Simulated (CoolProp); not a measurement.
Sulfur hexafluoride at 298.15 K and 1.64 MPa is throttled through a valve to 0.237 MPa with no heat exchange. Each further row changes one setting.

Model: reference Helmholtz-energy equation of state, Guder 2009, in CoolProp.

```json
[
 {"case": "as stated", "temperature change (K)": "[?]", "final density (kg/m³)": "[?]"},
 {"case": "outlet pressure 0.0711 MPa", "temperature change (K)": "[?]", "final density (kg/m³)": "[?]"},
 {"case": "outlet pressure 0.308 MPa", "temperature change (K)": "[?]", "final density (kg/m³)": "[?]"}
]
```

Fill in the missing entries.


- as stated, temperature change (K): -16.9
- as stated, final density (kg/m³): 15.3
- outlet pressure 0.0711 MPa, temperature change (K): -18.8
- outlet pressure 0.0711 MPa, final density (kg/m³): 4.51
- outlet pressure 0.308 MPa, temperature change (K): -16.1
- outlet pressure 0.308 MPa, final density (kg/m³): 20.0
